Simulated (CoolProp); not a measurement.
Benzene along the isobar 21.3 MPa: Z from the reference equation and from simpler models built on Tc = 562.0 K, pc = 4.906 MPa, ω = 0.211; each cubic takes its own stable root.

Computed with CoolProp (reference Helmholtz-energy equation of state, Thol 2012).

| T (K) | phase | reference |
|---|---|---|
| 535.9 | liquid | 0.5783 |
| 542.3 | liquid | 0.5782 |
| 548.8 | liquid | 0.5784 |
| 555.2 | liquid | 0.5789 |
| 561.7 | liquid | 0.5796 |
| 568.1 | supercritical | 0.5805 |
| 574.6 | supercritical | 0.5817 |
| 581 | supercritical | 0.5832 |
| 587.5 | supercritical | 0.5850 |
| 593.9 | supercritical | 0.5870 |
| 600.4 | supercritical | 0.5894 |

Q: How far does each simpler model (Redlich-Kwong, Soave-Redlich-Kwong, Peng-Robinson) lie from the reference over these 11 states: mean and median of the absolute difference, and the worst?

A: 
- Redlich-Kwong: mean 8.8 %, median 8.9 %, worst +9.1 % at 535.9 K and 21.3 MPa
- Soave-Redlich-Kwong: mean 9.1 %, median 9.1 %, worst +10.1 % at 600.4 K and 21.3 MPa
- Peng-Robinson: mean 1.9 %, median 1.9 %, worst -3.1 % at 535.9 K and 21.3 MPa
